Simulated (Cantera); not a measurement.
A Cantera script and what it prints.

```python
import numpy as np
import cantera as ct

gas_names = [...]  # 95 gases of nasa_gas.yaml made of C, F, H
cond_names = """
    C(gr) C6H6(L) C7H8(L) C8H18(L),n-octa
""".split()


# ... load() reads the species with a 1 bar reference pressure and builds the phases ...
atoms = {
    'CH2F2': {'C': 1, 'H': 2, 'F': 2},
    'F2': {'F': 2},
}
top_T = {'C(gr)': 4500}  # K; cautious upper limits of use, not melting points


# ... equilibrate(T, P, feed) seeds the gas with the atoms and calls Mixture.equilibrate('TP', solver="vcs", rtol=1e-11, max_steps=5000) ...
results = []
feed = {'CH2F2': 1, 'F2': 2}  # mol
T = 1575  # K
P = 100000  # Pa
mix = equilibrate(T, P, feed)
results.append((T, P, feed, dict(zip(mix.species_names, mix.species_moles))))
print(gas.report(threshold=1e-05))
for i in range(1, mix.n_phases):
    print(f"{mix.phase(i).name:16s} {mix.phase_moles(i):12.5e} mol")
```

Result:

```
       temperature   1575 K
          pressure   1e+05 Pa
           density   0.32586 kg/m^3
  mean mol. weight   42.672 kg/kmol
   phase of matter   gas

                          1 kg             1 kmol
                     ---------------   ---------------
          enthalpy       -1.0013e+07       -4.2729e+08  J
   internal energy        -1.032e+07       -4.4039e+08  J
           entropy            6796.6        2.9002e+05  J/K
    Gibbs function       -2.0718e+07       -8.8408e+08  J
 heat capacity c_p              1320             56327  J/K
 heat capacity c_v            1125.1             48012  J/K

                      mass frac. Y      mole frac. X     chem. pot. / RT
                     ---------------   ---------------   ---------------
               CF4           0.68741           0.33331           -112.25
                 F        8.8632e-06        1.9907e-05           -26.114
                HF           0.31255           0.66665           -45.144
     [  +92 minor]        2.5597e-05         1.924e-05

C(gr)             0.00000e+00 mol
```

Cantera equilibrium calculation (NASA polynomials, part measured and part estimated; ideal gas, pure solids and liquids). Gases not in the tables: C2F6 and larger saturated fluorocarbons.
